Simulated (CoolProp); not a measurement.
Vapour-liquid equilibrium of dimethyl ether (1) + ethanol (2) at 0.0235 MPa; x and y are mole fractions of (1).

Computed with CoolProp (multi-fluid Helmholtz-energy mixture model, Wu 2011 and Schroeder 2014; pair parameters Bell 2016).

Give the bubble temperature and the first vapour's composition at x = 0.15, 0.75, 0.95. Is there an azeotrope?

x = 0.15: 246.0 K, y = 0.993; x = 0.75: 223.0 K, y = 1.000; x = 0.95: 220.1 K, y = 1.000. No azeotrope shows between x = 0.05 and 0.95.

The pair parameters rest on a limited set of measurements; away from them the model extrapolates. With so large a gap from Raoult's law the liquid may split in two, which this calculation doesn't test in full.
